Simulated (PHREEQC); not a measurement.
Solution (29 °C): 0.89 mol/kgw MgSO4 and 0.59 mol/kgw HCl. Closed to the air; pH follows from the charge balance.

The numbers come from PHREEQC with the Pitzer model, pitzer.dat.

This is a speciation only: nothing precipitates in the calculation.

Question: Estimate the pH.

Answer: pH 0.63.

Question: In which forms is S present?

Answer: SO4-2 60 %, HSO4- 40 % of the S.

Complexes and solids missing from the database can't appear. In brines, pH and single-ion activities rest on the MacInnes convention.
